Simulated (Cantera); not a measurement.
Input (Python, Cantera):

```python
import numpy as np
import cantera as ct

gas = ct.Solution("gri30.yaml")
gas.TPX = 975, 11000, {'H2': 1.3, 'O2': 1, 'N2': 3.7}
reactor = ct.IdealGasConstPressureReactor(gas, energy="off", clone=False)
net = ct.ReactorNet([reactor])
net.rtol, net.atol = 1e-08, 1e-18
show = ['H2', 'O2', 'NO', 'OH', 'NO2', 'HO2']
times = np.geomspace(0.0002, 70, 14)

steps = ct.SolutionArray(gas, extra=["t"])
rows = []
print(f"{'t/s':>10s}{'T/K':>9s}{'P/Pa':>11s}" + "".join(f"{s:>11s}" for s in show))
for t in times:
    while net.time < t:
        t_next = net.step()
        steps.append(gas.state, t=t_next)
    rows.append([np.interp(t, steps.t, y) for y in (steps.T, steps.P, *steps(*show).X.T)])
    print(f"{t:10.3e}{rows[-1][0]:9.1f}{rows[-1][1]:11.4g}" + "".join(f"{x:11.3e}" for x in rows[-1][2:]))
rate = np.gradient(steps.T, steps.t)
print("integrator steps:", len(steps.t))
if steps.T.max() > steps.T[0] + 200:
    print(f"time of steepest temperature rise: {steps.t[rate.argmax()]:.4e} s")
gas.TPX = 975, 11000, {'H2': 1.3, 'O2': 1, 'N2': 3.7}
gas.equilibrate("TP")
print(f"equilibrium (TP): T = {gas.T:.1f} K  " + "  ".join(f"{s} {gas[s].X[0]:.3e}" for s in show))
```

Output:

```
       t/s      T/K       P/Pa         H2         O2         NO         OH        NO2        HO2
 2.000e-04    975.0    1.1e+04  2.167e-01  1.667e-01  3.445e-23  4.389e-11  1.495e-30  3.917e-10
 5.339e-04    975.0    1.1e+04  2.167e-01  1.667e-01  1.072e-19  2.971e-09  1.071e-25  9.740e-09
 1.425e-03    975.0    1.1e+04  2.085e-01  1.634e-01  6.013e-10  2.109e-04  5.452e-14  1.382e-05
 3.806e-03    975.0    1.1e+04  4.508e-03  6.735e-02  1.372e-06  6.104e-04  4.398e-10  1.585e-05
 1.016e-02    975.0    1.1e+04  8.267e-04  6.575e-02  1.371e-06  1.001e-04  9.184e-09  9.016e-06
 2.712e-02    975.0    1.1e+04  2.114e-04  6.550e-02  1.344e-06  3.939e-05  3.726e-08  4.039e-06
 7.242e-02    975.0    1.1e+04  4.162e-05  6.543e-02  1.300e-06  1.865e-05  8.122e-08  1.105e-06
 1.933e-01    975.0    1.1e+04  5.180e-06  6.542e-02  1.282e-06  9.033e-06  9.927e-08  1.743e-07
 5.161e-01    975.0    1.1e+04  4.136e-07  6.542e-02  1.310e-06  4.362e-06  7.154e-08  2.381e-08
 1.378e+00    975.0    1.1e+04  3.416e-08  6.542e-02  1.344e-06  2.268e-06  3.669e-08  5.012e-09
 3.679e+00    975.0    1.1e+04  7.209e-09  6.542e-02  1.364e-06  1.280e-06  1.697e-08  1.563e-09
 9.821e+00    975.0    1.1e+04  2.307e-09  6.542e-02  1.372e-06  7.564e-07  8.754e-09  5.704e-10
 2.622e+01    975.0    1.1e+04  8.144e-10  6.542e-02  1.375e-06  4.572e-07  5.853e-09  2.577e-10
 7.000e+01    975.0    1.1e+04  3.148e-10  6.542e-02  1.375e-06  2.827e-07  6.108e-09  1.777e-10
integrator steps: 1838
equilibrium (TP): T = 975.0 K  H2 1.174e-10  O2 6.541e-02  NO 1.241e-05  OH 1.413e-07  NO2 1.473e-07  HO2 2.313e-10
```

Cantera simulation using GRI-Mech 3.0 (53 species, 325 reactions); the numbers are that mechanism's predictions, not measurements. Radical loss at walls, strong at low pressure, is not modelled. The temperature is held fixed by assumption; the heat of reaction is taken as removed at once.
